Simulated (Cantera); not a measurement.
An isothermal, constant-pressure homogeneous reactor starts with 28.9 % C2H6, 71.1 % N2, at 1048 K and 13300 Pa.

Model: GRI-Mech 3.0 (53 species, 325 reactions), integrated in Cantera. GRI-Mech 3.0 stops at C3 and has no aromatics, soot or wall deposition, so with more carbon than oxygen in the feed, carbon stays in small species such as C2H2 where larger ones or solid carbon would form.

x: mole fraction; the columns are a selection and need not sum to one.

| t (s) | x C2H6 | x C2H4 | x HCN | x C2H | x CH3 | x C2H2 | x H2 |
|---|---|---|---|---|---|---|---|
| 4.00e-6 | 0.289 | <1e-12 | <1e-12 | <1e-12 | 9.39e-9 | <1e-12 | 1.57e-12 |
| 1.32e-5 | 0.289 | 1.59e-11 | <1e-12 | <1e-12 | [?] | <1e-12 | 1.78e-11 |
| 4.35e-5 | 0.289 | 5.46e-10 | <1e-12 | <1e-12 | 9.58e-8 | <1e-12 | 5.20e-10 |
| 0.000143 | 0.289 | 1.80e-8 | <1e-12 | <1e-12 | 2.71e-7 | <1e-12 | 1.76e-8 |
| 0.000473 | 0.289 | 5.10e-7 | <1e-12 | <1e-12 | 5.71e-7 | <1e-12 | 5.06e-7 |
| 0.00156 | 0.289 | 1.04e-5 | <1e-12 | <1e-12 | 7.30e-7 | 2.01e-11 | 1.03e-5 |
| 0.00514 | 0.288 | 0.000143 | <1e-12 | <1e-12 | 9.05e-7 | 3.61e-9 | 0.000142 |
| 0.0169 | 0.287 | [?] | <1e-12 | <1e-12 | [?] | [?] | [?] |
| 0.0558 | 0.277 | 0.00885 | <1e-12 | <1e-12 | 3.05e-6 | 1.34e-5 | 0.00869 |
| 0.184 | 0.246 | 0.0325 | <1e-12 | <1e-12 | 2.82e-6 | 0.000142 | 0.0320 |
| 0.607 | 0.165 | 0.0928 | <1e-12 | <1e-12 | 2.23e-6 | 0.000872 | 0.0919 |
| 2.00 | 0.0481 | 0.177 | <1e-12 | <1e-12 | 1.21e-6 | 0.00377 | 0.177 |

### Question
Fill in the missing entries.

### Answer

- 1.32e-5, x CH3: 3.05e-8
- 0.0169, x C2H4: 0.00147
- 0.0169, x CH3: 2.16e-6
- 0.0169, x C2H2: 3.95e-7
- 0.0169, x H2: 0.00146
